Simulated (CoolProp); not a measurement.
Saturation properties of nitrous oxide (Tc = 36.4 °C, pc = 7.245 MPa, ω = 0.161).

Computed with CoolProp (reference Helmholtz-energy equation of state, Lemmon 2006). It is a short technical equation, of lower accuracy than the large ones.

| T (°C) | p (MPa) | liquid density (kg/m³) | liquid cp (kJ/(kg K)) | vapour Z | surface tension (mN/m) |
|---|---|---|---|---|---|
| -36.05 | 1.077 | 1060 | 1.866 | (withheld) | 12.3 |
| -33.05 | 1.192 | (withheld) | 1.884 | 0.8525 | 11.7 |
| -30.05 | 1.315 | 1038 | 1.903 | 0.8422 | 11.1 |
| -27.05 | 1.448 | 1026 | 1.925 | 0.8314 | 10.5 |
| -24.05 | 1.590 | 1015 | 1.949 | 0.8202 | (withheld) |
| -21.05 | 1.742 | 1002 | 1.975 | 0.8084 | (withheld) |
| -18.05 | 1.904 | 990.0 | 2.004 | 0.7962 | 8.74 |
| -15.05 | (withheld) | 977.2 | 2.036 | 0.7835 | 8.16 |
| -12.05 | 2.261 | 964.1 | 2.072 | 0.7701 | 7.59 |
| -9.05 | 2.457 | 950.6 | 2.113 | 0.7563 | 7.03 |
| -6.05 | 2.664 | 936.7 | 2.159 | 0.7417 | 6.48 |
| -3.05 | 2.885 | 922.3 | 2.211 | 0.7266 | 5.93 |
| -0.05 | 3.118 | 907.3 | 2.272 | (withheld) | 5.39 |
| 2.95 | 3.365 | 891.8 | 2.342 | 0.6940 | 4.86 |
| 5.95 | 3.626 | 875.5 | 2.426 | 0.6764 | 4.34 |

Question: Complete the blanks.

Answer: 
- -36.05, vapour Z: 0.8625
- -33.05, liquid density (kg/m³): 1049
- -24.05, surface tension (mN/m): 9.91
- -21.05, surface tension (mN/m): 9.32
- -15.05, p (MPa): 2.077
- -0.05, vapour Z: 0.7107

It boils at -88.5 °C under 1 atm.

Surface tension comes from a separate correlation (Mulero 2012).
